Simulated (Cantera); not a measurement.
Cantera run, input and output.

```python
import numpy as np
import cantera as ct

gas = ct.Solution("gri30.yaml")
gas.TPX = 650, 570000, {'CH4': 1, 'O2': 1.82, 'N2': 6.36}
flame = ct.FreeFlame(gas, width=0.012)
flame.set_refine_criteria(ratio=3, slope=0.08, curve=0.16)
flame.transport_model = "mixture-averaged"
flame.solve(loglevel=0, auto=True)
z, T = flame.grid, flame.T
thick = (T[-1] - T[0]) / np.gradient(T, z).max()
show = ['CH4', 'O2', 'H2O2', 'CH3', 'H2', 'CO']
print(f"laminar burning velocity  {flame.velocity[0] * 100:.3f} cm/s")
print(f"burnt temperature         {T[-1]:.1f} K")
print(f"thermal thickness         {thick * 1e3:.4f} mm")
print(f"grid points               {len(z)}")
z0 = z[flame.heat_release_rate.argmax()]
print(f"{'z/mm':>9s}{'T/K':>9s}{'u/(m/s)':>9s}" + "".join(f"{s:>11s}" for s in show))
rows = []
for k in (-3, -2, -1.5, -1, -0.5, -0.25, 0, 0.25, 0.5, 1, 2, 4, 8):
    zz = z0 + k * thick
    rows.append([k * thick, np.interp(zz, z, T), np.interp(zz, z, flame.velocity),
                 *(np.interp(zz, z, flame.X[gas.species_index(s)]) for s in show)])
    print(f"{rows[-1][0] * 1e3:9.3f}{rows[-1][1]:9.1f}{rows[-1][2]:9.3f}" + "".join(f"{x:11.3e}" for x in rows[-1][3:]))
```

Result:

```
laminar burning velocity  96.943 cm/s
burnt temperature         2508.5 K
thermal thickness         0.0767 mm
grid points               140
     z/mm      T/K  u/(m/s)        CH4         O2       H2O2        CH3         H2         CO
   -0.230    650.4    0.971  1.087e-01  1.980e-01  3.418e-08  2.900e-08  1.406e-03  7.091e-06
   -0.153    654.3    0.980  1.081e-01  1.972e-01  4.368e-07  3.280e-07  3.814e-03  9.097e-05
   -0.115    668.4    1.004  1.066e-01  1.957e-01  1.982e-06  1.485e-06  6.577e-03  4.204e-04
   -0.077    751.7    1.137  9.993e-02  1.885e-01  1.158e-05  1.267e-05  1.164e-02  2.698e-03
   -0.038   1183.5    1.818  6.879e-02  1.487e-01  4.079e-05  4.080e-04  1.956e-02  1.786e-02
   -0.019   1613.9    2.504  3.705e-02  1.030e-01  1.434e-05  2.114e-03  2.364e-02  3.650e-02
    0.000   2021.3    3.158  8.571e-03  5.204e-02  3.885e-06  2.725e-03  2.447e-02  5.472e-02
    0.019   2206.2    3.442  6.062e-04  2.328e-02  9.933e-07  4.281e-04  2.049e-02  5.456e-02
    0.038   2269.9    3.526  2.243e-05  1.357e-02  6.289e-07  2.048e-05  1.803e-02  4.665e-02
    0.077   2338.7    3.613  5.510e-08  8.553e-03  4.763e-07  5.933e-08  1.695e-02  3.896e-02
    0.153   2408.9    3.705  4.122e-12  5.652e-03  3.497e-07  5.174e-12  1.566e-02  3.506e-02
    0.307   2464.6    3.779  2.241e-14  3.502e-03  2.438e-07  5.414e-14  1.420e-02  3.268e-02
    0.613   2496.3    3.820  2.598e-14  2.250e-03  1.748e-07  5.155e-14  1.328e-02  3.113e-02
```

Cantera simulation using GRI-Mech 3.0 (53 species, 325 reactions); the numbers are that mechanism's predictions, not measurements. Burning velocities carry a grid error of a few per cent, more on coarse grids.
